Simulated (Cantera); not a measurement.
Feed: 1 mol c-C₄F₈, 3.1 mol H₂, at 10.5 Torr.

Method: chemical equilibrium by Gibbs-energy minimisation in Cantera with the NASA 1993 tables (ideal gas, pure condensed phases). Candidate condensed phases: C, C₆H₆, C₇H₈, C₈H₁₈; 110 gas species. Ions and electrons are included (thermal ionisation). The feed counts by its element totals alone. Rates play no part.

Which condensed phases are stable at each of these points (T (°C)): 2227, 2477, 2727, 2977, 3227, 3477, 3727, 3977, 4227, 4477, 4727?


| T (°C) | condensed phases | C condensed (%) |
|---|---|---|
| 2227 | C(graphite) | 91.7 |
| 2477 | C(graphite) | 94.2 |
| 2727 | C(graphite) | 77.2 |
| 2977 | gas only | 0.0 |
| 3227 | gas only | 0.0 |
| 3477 | gas only | 0.0 |
| 3727 | gas only | 0.0 |
| 3977 | gas only | 0.0 |
| 4227 | gas only | 0.0 |
| 4477 | gas only | 0.0 |
| 4727 | gas only | 0.0 |

From 2227 °C to 2727 °C the condensed part is C(graphite). From 2977 °C to 4727 °C nothing is condensed.
